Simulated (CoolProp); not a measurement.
Properties of R141b along the isotherm 327.4 K (Tc = 477.5 K, pc = 4.212 MPa, ω = 0.220).

Values from CoolProp's reference Helmholtz-energy equation of state, Lemmon 2006. It is a short technical equation, of lower accuracy than the large ones.

| p (MPa) | phase | cp (kJ/(kg K)) | cv (kJ/(kg K)) | speed of sound (m/s) | expansivity (1/kK) |
|---|---|---|---|---|---|
| 0.133 | gas | 0.8350 | 0.7466 | 154.9 | 3.550 |
| 0.273 | liquid | 1.199 | 0.8315 | 714.2 | 1.780 |
| 0.562 | liquid | 1.198 | 0.8315 | 716.3 | 1.772 |
| 1.15 | liquid | 1.196 | 0.8316 | 720.7 | 1.755 |
| 2.37 | liquid | 1.192 | 0.8319 | 729.5 | 1.721 |
| 4.86 | liquid | 1.185 | 0.8324 | 746.8 | 1.658 |
| 9.99 | liquid | 1.173 | 0.8337 | 780.0 | 1.549 |
| 20.5 | liquid | 1.155 | 0.8368 | 839.6 | 1.380 |
| 42.1 | liquid | 1.134 | 0.8442 | 940.0 | 1.159 |
